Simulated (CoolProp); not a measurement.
Values from CoolProp's reference Helmholtz-energy equation of state, Aleksandrov 2011. It is a short technical equation, of lower accuracy than the large ones.

Problem. For n-undecane, give the phase and the Z, cv (kJ/(kg K)), Joule-Thomson coefficient (K/MPa), isothermal compressibility (1/MPa) at 346.85 °C and 23.2 bar.

Solution. 
- 346.85 °C and 23.2 bar: liquid; Z 0.168, cv 2.99, Joule-Thomson coefficient 1.58, isothermal compressibility 0.0606
